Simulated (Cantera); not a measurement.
Cantera run:

```python
import numpy as np
import cantera as ct

gas_names = """
    Cr CrO CrO2 CrO3 H HO2 H2 H2O H2O2 O OH O2 O3
""".split()
cond_names = """
    Cr(cr) Cr(L) Cr2O3(s) Cr2O3(L) H2O(s) H2O(L)
""".split()


# ... load() reads the species with a 1 bar reference pressure and builds the phases ...
atoms = {
    'Cr': {'Cr': 1},
    'H2O': {'H': 2, 'O': 1},
}
top_T = {}  # K; cautious upper limits of use, not melting points


# ... equilibrate(T, P, feed) seeds the gas with the atoms and calls Mixture.equilibrate('TP', solver="vcs", rtol=1e-11, max_steps=5000) ...
results = []
feed = {'Cr': 1, 'H2O': 11}  # mol
T = 2050  # K
for P in [0.1, 1, 10, 100, 1000, 10000, 100000, 1000000]:
    mix = equilibrate(T, P, feed)
    results.append((T, P, feed, dict(zip(mix.species_names, mix.species_moles))))
    x = sorted(zip(gas.X, gas.species_names), reverse=True)
    print(f"T = {T:g} K  P = {P:g} Pa  gas = {mix.phase_moles(0):.4g} mol")
    print("   x: " + "  ".join(f"{s} {v:.3e}" for v, s in x if v > 0.0001))
    print("   condensed (mol): " + ("  ".join(f"{mix.phase(i).name} {mix.phase_moles(i):.4g}"
          for i in range(1, mix.n_phases) if mix.phase_moles(i) > 1e-12) or "none"))
```

Output:

```
T = 2050 K  P = 0.1 Pa  gas = 27.74 mol
   x: H 5.677e-01  O 2.172e-01  H2 6.261e-02  O2 4.981e-02  H2O 3.350e-02  OH 3.319e-02  Cr 2.479e-02  CrO 9.469e-03  CrO2 1.794e-03
   condensed (mol): none
T = 2050 K  P = 1 Pa  gas = 17.53 mol
   x: H2O 3.011e-01  H 2.825e-01  H2 1.550e-01  O 7.882e-02  O2 6.561e-02  OH 5.995e-02  CrO 2.367e-02  Cr 1.707e-02  CrO2 1.627e-02
   condensed (mol): none
T = 2050 K  P = 10 Pa  gas = 13.02 mol
   x: H2O 6.242e-01  H2 1.563e-01  H 8.970e-02  OH 3.914e-02  O2 2.774e-02  CrO2 2.384e-02  CrO 1.687e-02  O 1.621e-02  Cr 5.916e-03
   condensed (mol): Cr2O3(s) 0.196
T = 2050 K  P = 100 Pa  gas = 11.39 mol
   x: H2O 8.032e-01  H2 1.405e-01  H 2.689e-02  OH 1.680e-02  O2 5.684e-03  CrO2 2.853e-03  O 2.320e-03  CrO 1.410e-03  Cr 3.454e-04
   condensed (mol): Cr2O3(s) 0.4737
T = 2050 K  P = 1000 Pa  gas = 11.09 mol
   x: H2O 8.490e-01  H2 1.356e-01  H 8.352e-03  OH 5.717e-03  O2 6.826e-04  CrO2 2.986e-04  O 2.542e-04  CrO 1.347e-04
   condensed (mol): Cr2O3(s) 0.4974
T = 2050 K  P = 10000 Pa  gas = 11.03 mol
   x: H2O 8.596e-01  H2 1.358e-01  H 2.644e-03  OH 1.829e-03
   condensed (mol): Cr2O3(s) 0.4997
T = 2050 K  P = 100000 Pa  gas = 11.01 mol
   x: H2O 8.624e-01  H2 1.362e-01  H 8.371e-04  OH 5.795e-04
   condensed (mol): Cr2O3(s) 0.5
T = 2050 K  P = 1e+06 Pa  gas = 11 mol
   x: H2O 8.633e-01  H2 1.363e-01  H 2.648e-04  OH 1.833e-04
   condensed (mol): Cr2O3(s) 0.5
```

Method: chemical equilibrium by Gibbs-energy minimisation in Cantera with the NASA 1993 tables (ideal gas, pure condensed phases).
